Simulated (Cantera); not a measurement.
Input: 1 mol CuO, 0.66 mol C, 0.41 mol H2, at 1873 K and 4350 Torr.

Equilibrium computed with Cantera from the NASA thermochemical tables; the gas is ideal and each condensed phase is pure. Candidate condensed phases: C, C6H6, C7H8, C8H18, Cu, CuO, Cu(OH)2, Cu2O, H2O; 113 gas species. Equilibrium is a limit: real reactors are often held back by kinetics, nucleation or transport.

### Question
What is the equilibrium state?

### Answer
| Item | Value |
|---|---|
| x(CO) | 0.493 |
| x(H2O) | 0.194 |
| x(H2) | 0.189 |
| x(CO2) | 0.123 |
| x(Cu) | 0.000210 |
| x(H) | 0.000116 |
| x(OH) | 9.30e-6 |
| n(Cu(l)) | 1.000 mol |
| gas amount | 1.070 mol |
| log10 activity of C(graphite) (absent) | -3.25 |
